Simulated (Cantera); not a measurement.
Input (Python, Cantera) and output of one run.

```python
import numpy as np
import cantera as ct

gas_names = """
    H HNO HNO2 HNO3 HO2 H2 H2O H2O2 N NH NH2 NH3 NH2OH NO NO2 NO3 N2 N2H2 N2H4 N2O O OH O2 O3 V VN VO
    VO2
""".split()
cond_names = """
    H2O(s) H2O(L) V(cr) V(L) VN(s) VO(s) VO(L) V2O3(s) V2O3(L) V2O4(I) V2O4(II) V2O4(L) V2O5(s) V2O5(L)
""".split()


# ... load() reads the species with a 1 bar reference pressure and builds the phases ...
atoms = {
    'V2O3': {'V': 2, 'O': 3},
    'H2': {'H': 2},
    'N2': {'N': 2},
}
top_T = {'VN(s)': 2300}  # K; cautious upper limits of use, not melting points


# ... equilibrate(T, P, feed) seeds the gas with the atoms and calls Mixture.equilibrate('TP', solver="vcs", rtol=1e-11, max_steps=5000) ...
results = []
feed = {'V2O3': 1, 'H2': 24, 'N2': 1.7}  # mol
P = 850  # Pa
for T in [1025, 1100, 1175, 1250, 1325, 1400, 1475, 1550, 1625, 1700, 1775, 1850, 1925, 2000]:
    mix = equilibrate(T, P, feed)
    results.append((T, P, feed, dict(zip(mix.species_names, mix.species_moles))))

top = {s: max(r[3][s] / sum(r[3][g] for g in gas_names) for r in results) for s in gas_names}
cols = sorted((s for s in top if top[s] > 0.001), key=lambda s: -top[s])[:8]
seen = [c for c in cond_names if any(r[3].get(c, 0) > 1e-12 for r in results)]
print("log10 of partial pressures in bar; condensed amounts in mol")
print(f"{'T/K':>10s}" + "".join(f"{s[:9]:>10s}" for s in cols + seen))
for T, P, feed, n in results:
    ng = sum(n[g] for g in gas_names)
    print(f"{T:10.4g}" + "".join(f"{np.log10(max(n[s] / ng * P / 1e5, 1e-99)):10.3f}" for s in cols)
          + "".join(f"{n.get(c, 0):10.4g}" for c in seen))
```

It prints:

```
log10 of partial pressures in bar; condensed amounts in mol
       T/K        H2        N2       H2O         H       VO2     VN(s)     VO(s)   V2O3(s)
      1025    -2.100    -3.251    -5.284    -9.411   -17.563   0.01049         0    0.9948
      1100    -2.101    -3.251    -5.249    -8.638   -15.858   0.01136         0    0.9943
      1175    -2.101    -3.252    -5.221    -7.962   -14.376   0.01213         0    0.9939
      1250    -2.101    -3.252    -5.197    -7.366   -13.078   0.01279         0    0.9936
      1325    -2.101    -3.250    -5.018    -6.837   -11.850         0   0.05807     0.971
      1400    -2.101    -3.250    -4.798    -6.364   -10.728         0   0.09633    0.9518
      1475    -2.102    -3.250    -4.601    -5.938    -9.724         0    0.1516    0.9242
      1550    -2.103    -3.250    -4.423    -5.553    -8.821         0    0.2282    0.8859
      1625    -2.104    -3.250    -4.263    -5.203    -8.005         0    0.3303    0.8348
      1700    -2.105    -3.250    -4.117    -4.884    -7.263         0    0.4622    0.7688
      1775    -2.107    -3.251    -3.985    -4.592    -6.588         0    0.6283    0.6854
      1850    -2.110    -3.251    -3.864    -4.324    -5.969         0    0.8328    0.5817
      1925    -2.115    -3.252    -3.754    -4.077    -5.402         0     1.082     0.452
      2000    -2.121    -3.254    -3.655    -3.849    -4.880         0     1.389    0.2825
```

Cantera equilibrium calculation (NASA polynomials, part measured and part estimated; ideal gas, pure solids and liquids). Mutual solubility and eutectic melting of coexisting phases are not modelled. VN, VO: taken at fixed stoichiometry. Condensed phases not in the tables: the oxides between V2O3 and V2O5 other than VO2, solid solutions among these carbides, nitrides and lower oxides, V2N.
